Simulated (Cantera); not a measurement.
Charge: 1 mol borazine, 4.3 mol O2, 0.13 mol N2, at 1330 Pa.

Equilibrium computed with Cantera from the NASA thermochemical tables; the gas is ideal and each condensed phase is pure. Candidate condensed phases: B, BN, B2O3, B3O3H3, H2O; 39 gas species. The feed counts by its element totals alone. Rates play no part. All values below are at 2027 °C.

Base state: HBO2 0.289, H2O 0.251, N2 0.232, O2 0.0678, B2O3 0.0525, BO2 0.0356, OH 0.0258, H2 0.0173 (mole fractions); condensed: gas only.

Problem. What changes in the equilibrium state with this change: pressure from 1330 Pa to 19.0 Pa?

Solution. 
```json
[
 {"species": "N2", "before": "0.232", "after": "0.178"},
 {"species": "H", "before": "0.0110", "after": "0.168"},
 {"species": "HBO2", "before": "0.289", "after": "0.143"},
 {"species": "H2O", "before": "0.251", "after": "0.0957"},
 {"species": "BO", "before": "0.00195", "after": "0.0387"},
 {"species": "O", "before": "0.0112", "after": "0.0904"},
 {"species": "H2", "before": "0.0173", "after": "0.0574"},
 {"species": "BO2", "before": "0.0356", "after": "0.0812"},
 {"species": "OH", "before": "0.0258", "after": "0.0452"},
 {"species": "B2O3", "before": "0.0525", "after": "0.0338"},
 {"species": "O2", "before": "0.0678", "after": "0.0630"},
 {"species": "B2O2", "before": "7.96e-6", "after": "4.46e-5"},
 {"species": "HBO", "before": "0.000273", "after": "0.00118"},
 {"species": "NO", "before": "0.00484", "after": "0.00409"}
]
```
